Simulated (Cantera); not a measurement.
# Silicon nitride deposition: SiH₂Cl₂ + NH₃ + H₂

Input: 1 mol SiH₂Cl₂, 3.2 mol NH₃, 13 mol H₂, held at 0.100 bar.

Equilibrium computed with Cantera from the NASA thermochemical tables; the gas is ideal and each condensed phase is pure. Candidate condensed phases: NH₄Cl, Si, Si₃N₄; 28 gas species. The tables' values for SiCl₃, SiCl are old estimates; treat these amounts as uncertain. Gases not in the tables: Si₂H₆ and higher silanes. Rates play no part.

From 948 K to 1748 K the condensed part is Si₃N₄(s). From 1848 K to 1948 K the condensed part is Si(l). The main Si-bearing gas is SiCl₄ at 948 K and SiCl₂ at 1948 K.

| T (K) | log p H₂ | log p HCl | log p N₂ | log p SiCl₂ | log p H | log p Si | n Si₃N₄(s) | n Si(l) |
|---|---|---|---|---|---|---|---|---|
| 948 | -1.07 | -2.02 | -2.35 | -9.13 | -9.81 | <-13 | 0.332 | 0 |
| 1048 | -1.07 | -2.02 | -2.35 | -7.73 | -8.65 | <-13 | 0.333 | 0 |
| 1148 | -1.07 | -2.02 | -2.35 | -6.58 | -7.68 | <-13 | 0.333 | 0 |
| 1248 | -1.07 | -2.02 | -2.35 | -5.62 | -6.86 | <-13 | 0.333 | 0 |
| 1348 | -1.07 | -2.02 | -2.34 | -4.81 | -6.17 | -12.01 | 0.332 | 0 |
| 1448 | -1.07 | -2.02 | -2.34 | -4.12 | -5.57 | -10.16 | 0.327 | 0 |
| 1548 | -1.07 | -2.04 | -2.33 | -3.57 | -5.04 | -8.56 | 0.313 | 0 |
| 1648 | -1.06 | -2.09 | -2.30 | -3.15 | -4.58 | -7.17 | 0.282 | 0 |
| 1748 | -1.06 | -2.17 | -2.27 | -2.87 | -4.17 | -5.95 | 0.236 | 0 |
| 1848 | -1.07 | -2.19 | -2.13 | -2.85 | -3.81 | -5.20 | 0 | 0.688 |
| 1948 | -1.07 | -2.18 | -2.13 | -2.88 | -3.48 | -4.63 | 0 | 0.702 |
log p: log10 of the partial pressure in bar; n: condensed amount in mol.
